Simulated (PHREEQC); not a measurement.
Polishing slurry liquid

A solution holds 6.4 mmol/kgw H2SO4, 0.037 mmol/kgw Fe(NO3)3 and 2.1 mmol/kgw CuSO4, at 25 °C. Closed to the air; pH follows from the charge balance.

Model: ion-association model, phreeqc.dat, run in PHREEQC.

Each row changes one thing in this solution. Precipitation was switched off in this run.

```tsv
case	pH	ionic strength (mol/kgw)	SO4-2 (mol/kgw)	HSO4- (mol/kgw)	FeSO4+ (mol/kgw)	Fe+3 (mol/kgw)	SI of Goethite (FeOOH)	SI of Hematite (Fe2O3)
as made	2.05	0.0196	0.00502	0.00289	3.05e-5	2.36e-6	+1.08	+4.17
CuSO4 left out	2.03	0.0143	0.00389	0.00248	3.05e-5	2.59e-6	(withheld)	+4.21
H2SO4 from 0.0064 to 0.0096 mol/kgw	1.90	(withheld)	0.00619	0.00488	3.03e-5	2.18e-6	+0.54	+3.09
0.0001 mol/kgw HBr added	2.05	0.0197	0.00501	(withheld)	3.05e-5	2.37e-6	+1.07	+4.15
H2SO4 from 0.0064 to 0.0032 mol/kgw	2.33	0.0138	0.00361	0.00117	2.99e-5	2.68e-6	+2.01	+6.02
Fe(NO3)3 from 3.7e-05 to 5.55e-05 mol/kgw	2.05	0.0197	0.00501	0.00288	4.58e-5	3.55e-6	+1.26	+4.52
temperature from 25 to 15 °C	2.04	0.0203	0.00534	0.00258	3.04e-5	2.77e-6	+0.74	(withheld)
H2SO4 replaced by CdSO4 at the same molality	4.35	0.0229	0.00556	1.57e-5	9.51e-7	7.23e-8	+6.43	+14.87
```

### Question
Complete the blanks.

### Answer

- CuSO4 left out, SI of Goethite (FeOOH): +1.10
- H2SO4 from 0.0064 to 0.0096 mol/kgw, ionic strength (mol/kgw): 0.0251
- 0.0001 mol/kgw HBr added, HSO4- (mol/kgw): 0.00290
- temperature from 25 to 15 °C, SI of Hematite (Fe2O3): +3.45

Complexes and solids missing from the database can't appear. Some of these states are supersaturated (in Hematite (slow to form), Goethite (slow to form), Fe(OH)3(a), for instance).
